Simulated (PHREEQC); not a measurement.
Solution (25 °C): 0.023 mol HF, 7.6e-05 mol NH3 and 0.0013 mol KCl per kg of water. Closed to the air; pH follows from the charge balance.

All values are PHREEQC results (ion-association model, wateq4f.dat), not measurements.

Precipitation was switched off in this run.

Problem. Predict the pH.

Solution. pH 2.46.

Problem. In which forms is F present?

Solution. HF 75 %, F- 16 %, H2F2 6.8 %, HF2- 2.1 % of the F.

Complexes and solids missing from the database can't appear. wateq4f.dat counts part of the HF as a dimer, H2F2, which phreeqc.dat doesn't know; its constant is uncertain.
